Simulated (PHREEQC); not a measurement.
Synthetic water in mg/kgw, 25 °C, pH 6.53, pe 11.9: Na 20.9; K 127; Ca 13.3; Mg 1.89; Cl 101; S(6) as SO4 28.9; Alkalinity as HCO3 101; Cu(2) 8.52.

Cl is adjusted to close the charge balance.
Valence states are taken as typed.

All values are PHREEQC results (ion-association model, wateq4f.dat), not measurements.

Each row changes one thing in this solution. Precipitation was switched off in this run.

```
case                                               ionic strength (mol/kgw)  HCO3- (mol/kgw)  CO2 (mol/kgw)  Ca+2 (mol/kgw)  SO4-2 (mol/kgw)  Mg+2 (mol/kgw)  SI of Cu(OH)2 (Cu(OH)2)  SI of Atacamite (Cu2(OH)3Cl)
-------------------------------------------------  ------------------------  ---------------  -------------  --------------  ---------------  --------------  -----------------------  ----------------------------
as made                                                             0.00579          0.00151       0.000927        0.000318         0.000282         7.42e-5                    -0.02                         +0.81
temperature from 25 to 10 °C at the same typed pH                   0.00583          0.00153        0.00121        0.000320         0.000285         7.50e-5                    -0.56                             ?
Mg from 1.89 to 0.945 mg/kgw                                        0.00568          0.00151       0.000928        0.000318         0.000283         3.71e-5                    -0.02                         +0.80
all concentrations times 2 at the same typed pH                      0.0114          0.00298        0.00177        0.000619         0.000543               ?                    +0.09                         +1.32
pH from 6.53 to 6.03 at the same alkalinity                         0.00587          0.00157        0.00303        0.000318         0.000281         7.41e-5                        ?                         -0.40
Alkalinity from 101 to 202 mg/kgw                                   0.00574          0.00313              ?        0.000313         0.000282         7.32e-5                    -0.21                         +0.07
```

### Question
What belongs in the gaps?

### Answer

- temperature from 25 to 10 °C at the same typed pH, SI of Atacamite (Cu2(OH)3Cl): +0.18
- all concentrations times 2 at the same typed pH, Mg+2 (mol/kgw): 0.000144
- pH from 6.53 to 6.03 at the same alkalinity, SI of Cu(OH)2 (Cu(OH)2): -0.87
- Alkalinity from 101 to 202 mg/kgw, CO2 (mol/kgw): 0.00192

Complexes and solids missing from the database can't appear. Some of these states are supersaturated (in Malachite, Brochantite, Atacamite, for instance). At this temperature some constants are extrapolated from 25 °C, and those without enthalpy data are left unchanged.
